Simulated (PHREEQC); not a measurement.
NaHCO3 is added in steps, without added water, to 1 kg of water holding 8.1 mmol/kgw ZnCl2 and 3.6 mmol/kgw FeSO4, at 60 °C. The system is closed to oxygen. CO2 is held at log p = -3.4 (atm). The run lets Siderite, Zincite(c), ZnCO3:H2O, Zn4(OH)6SO4, Zn5(OH)8Cl2, Halite, Mirabilite, Melanterite, Goslarite, Nahcolite, Natron precipitate or redissolve, and no other solid.

Base run: PHREEQC, ion-association model, wateq4f.dat. Each further column changes one thing. The table gives pH.

```csv
NaHCO3 added (mol),base,ZnCl2 from 0.0081 to 0.0121 mol/kgw,0.00052 mol/kgw SrBr2 added
0,5.18,5.12,5.18
0.0024,6.00,5.92,6.00
0.0036,6.02,5.93,6.02
0.006,6.07,5.96,6.07
0.0072,6.09,5.97,6.09
0.0096,6.16,6.00,6.16
0.0108,6.21,6.02,6.21
0.0132,6.34,6.07,6.33
0.0144,6.45,6.09,6.44
0.0168,6.71,6.15,6.71
0.018,6.76,6.19,6.76
0.0204,6.89,6.30,6.88
0.0216,7.00,6.38,6.99
0.024,8.15,6.70,8.09
```

Away from 25 °C the constants follow the database's enthalpies or fits; those with neither stay at their 25 °C values. The database's zinc carbonate complexes are estimates, stronger than later reviews accept. Solids allowed in the column '0.00052 mol/kgw SrBr2 added': Celestite, Siderite, Strontianite, Zincite(c), ZnCO3:H2O, Zn4(OH)6SO4, Zn5(OH)8Cl2, Halite, Mirabilite, Melanterite, Goslarite, Nahcolite, Natron.
